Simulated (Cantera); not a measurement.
Premixed flame

A freely propagating, adiabatic, planar premixed flame of 44.4 % H₂, 11.7 % O₂, 43.9 % N₂, equivalence ratio 1.9, unburnt at 500 K and 13300 Pa; mixture-averaged transport, grid criteria slope 0.08 and curve 0.16, no radiation.

Detailed kinetics in Cantera: the H2/O2 subset of GRI-Mech 3.0, which has no nitrogen chemistry. Burning velocities carry a grid error of a few per cent, more on coarse grids.

```
z (mm)  T (K)  u (m/s)   x H₂      x O₂     x H₂O      x OH       x O       x H
------  -----  -------  -----  --------  --------  --------  --------  --------
-17.4     500     5.12  0.444     0.117     <1e-8     <1e-8     <1e-8     <1e-8
-11.6     500     5.12  0.444     0.117     <1e-8     <1e-8     <1e-8     <1e-8
-8.68     500     5.12  0.444     0.117     <1e-8     <1e-8     <1e-8     <1e-8
-5.79     500     5.12  0.444     0.117   1.72e-8     <1e-8     <1e-8   8.05e-8
-2.89     512     5.23  0.442     0.117  0.000654   4.35e-5   8.87e-6  0.000336
-1.45     679     6.84  0.415     0.112    0.0146  0.000312  0.000188    0.0114
0        1074     10.5  0.277    0.0658     0.113   0.00182   0.00430    0.0815
1.45     1323     12.9  0.172   0.00771     0.225   0.00321   0.00354     0.126
2.89     1415     13.7  0.168   0.00194     0.238   0.00367   0.00248     0.122
5.79     1519     14.6  0.176   0.00147     0.240   0.00445   0.00234     0.108
11.6     1639     15.6  0.186   0.00121     0.242   0.00516   0.00206    0.0907
23.1     1766     16.6  0.197  0.000889     0.245   0.00553   0.00160    0.0728
46.3     1890     17.6  0.206  0.000573     0.249   0.00536   0.00108    0.0554
```
x: mole fraction of selected species; z is measured from the peak of heat release.

```json
{
 "laminar_burning_velocity": "512 cm/s",
 "thermal_thickness": "5.79 mm",
 "peak x(OH)": "0.00553",
 "peak x(O)": "0.00528",
 "peak x(H)": "0.127",
 "grid_points": "145"
}
```
